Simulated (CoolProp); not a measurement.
A simple Rankine cycle with R134a: condensing at 306.15 K, boiler at 2.26 MPa, turbine inlet 454 K, turbine efficiency 0.7, pump efficiency 0.8, no recuperator. Each further row changes one setting.

Model: reference Helmholtz-energy equation of state, Tillner-Roth 1994, in CoolProp.

```
case                             thermal efficiency (%)  net work (kJ/kg)  heat in (kJ/kg)  turbine exit temperature (K)  volume ratio over the turbine
-------------------------------  ----------------------  ----------------  ---------------  ----------------------------  -----------------------------
as stated                                           6.8              21.3              315                             ?                           2.67
condensing temperature 298.15 K                     8.1              26.3              326                             ?                           3.34
boiler pressure 1.58 MPa                              ?              14.3                ?                         436.0                              ?
turbine efficiency 0.6                              5.7                 ?              315                         427.8                           2.69
```

**Question.** Complete the blanks.

**Answer.** 
- as stated, turbine exit temperature (K): 424.7
- condensing temperature 298.15 K, turbine exit temperature (K): 418.7
- boiler pressure 1.58 MPa, thermal efficiency (%): 4.5
- boiler pressure 1.58 MPa, heat in (kJ/kg): 320
- boiler pressure 1.58 MPa, volume ratio over the turbine: 1.86
- turbine efficiency 0.6, net work (kJ/kg): 18.0
